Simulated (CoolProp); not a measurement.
Computed with CoolProp (reference Helmholtz-energy equation of state, Lemmon 2006). It is a short technical equation, of lower accuracy than the large ones.

Question: Give the vapour pressure (MPa), enthalpy of vaporisation (kJ/kg), surface tension (mN/m), liquid viscosity (µPa s) of saturated R141b at 463.5 K.

Answer: 
| T (K) | p (MPa) | enthalpy of vaporisation (kJ/kg) | surface tension (mN/m) | liquid viscosity (µPa s) |
|---|---|---|---|---|
| 463.5 | 3.42 | 86.1 | 0.863 | 68.2 |

Viscosity comes from a separate model (Huber 2003), an estimate that may be off by 10 % or more. Surface tension comes from a separate correlation (Mulero 2012).
